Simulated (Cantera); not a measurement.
An isothermal, constant-pressure homogeneous reactor starts with H₂ : O₂ : N₂ = 0.93 : 1 : 18 (molar parts), equivalence ratio 0.47, at 925 K and 0.490 bar.

Cantera simulation using GRI-Mech 3.0 (53 species, 325 reactions); the numbers are that mechanism's predictions, not measurements. Below about 950 K walls govern HO2 and H2O2 in real vessels. The temperature is held fixed by assumption; the heat of reaction is taken as removed at once.

x: mole fraction; the columns are a selection and need not sum to one.

```csv
t (s),x H₂,x O₂,x NO,x H,x H₂O,x O,x OH
2.00e-5,0.0467,0.0502,<1e-12,1.64e-12,<1e-12,<1e-12,<1e-12
7.93e-5,0.0467,0.0502,<1e-12,6.36e-12,2.91e-12,<1e-12,<1e-12
0.000314,0.0467,0.0502,<1e-12,3.80e-11,7.20e-11,6.99e-12,1.91e-12
0.00124,0.0467,0.0502,<1e-12,1.53e-9,6.26e-9,2.94e-10,7.90e-11
0.00493,0.0215,0.0381,4.29e-8,0.00141,0.0248,0.000275,0.000199
0.0195,0.00294,0.0289,6.45e-8,2.11e-6,0.0448,2.44e-6,1.94e-6
0.0775,0.00241,0.0286,4.59e-8,3.55e-7,0.0453,4.75e-7,3.79e-7
0.307,0.00144,0.0282,3.76e-8,1.69e-7,0.0463,3.12e-7,2.90e-7
1.22,0.000399,0.0277,2.16e-8,2.86e-8,0.0474,1.11e-7,1.62e-7
4.82,4.79e-5,0.0275,6.83e-9,1.17e-9,0.0477,9.77e-9,5.27e-8
19.1,[?],0.0275,2.18e-9,3.45e-11,0.0478,3.63e-10,[?]
75.7,[?],0.0275,2.06e-9,1.57e-12,0.0478,1.73e-11,[?]
300,2.43e-8,0.0275,1.21e-8,<1e-12,0.0478,<1e-12,2.12e-9
```

Question: Some entries are withheld; supply them.

Answer: 
- 19.1, x H₂: 6.17e-6
- 19.1, x OH: 1.17e-8
- 75.7, x H₂: 8.02e-7
- 75.7, x OH: 3.63e-9
